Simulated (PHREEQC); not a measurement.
Synthetic water in mg/L, 25 °C, pH 6.77, pe 11.1:

```
constituent             mg/L
------------------  --------
Na                    0.0396
K                     0.0826
Ca                    0.0158
Mg                   0.00591
Cl                     0.019
S(6) as SO4           0.0547
Alkalinity as HCO3     0.213
F                   0.000291
Si as SiO2           0.00565
Pb                  0.000118
B                   0.000604
```

Valence states are taken as typed.

Model: ion-association model, wateq4f.dat, run in PHREEQC.

| quantity | before | after |
|---|---|---|
| ionic strength (mol/kgw) | 6.52e-6 | 8.64e-6 |
| HCO3- (mol/kgw) | 3.60e-6 | 3.60e-6 |
| CO2 (mol/kgw) | 1.37e-6 | 1.37e-6 |
| CO3-2 (mol/kgw) | 1.00e-9 | 1.00e-9 |
| Pb+2 (mol/kgw) | 5.02e-10 | 5.02e-10 |
| H2BO3- (mol/kgw) | 1.89e-10 | 1.89e-10 |
| SI of Quartz (SiO2) | -3.05 | -3.05 |
| SI of Pb(OH)2 (Pb(OH)2) | -3.91 | -3.92 |

Q: What was changed between the two runs?
A. pH from 6.77 to 6.47 at the same alkalinity
B. all concentrations times 3 at the same typed pH
C. K from 0.0826 to 0.248 mg/L
D. temperature from 25 to 75 °C at the same typed pH

A: C, K from 0.0826 to 0.248 mg/L

This is a speciation only: nothing precipitates in the calculation. SiF6-2 is the database's only silicon fluoride. Real BF4- forms and hydrolyses slowly; the run takes it at equilibrium.
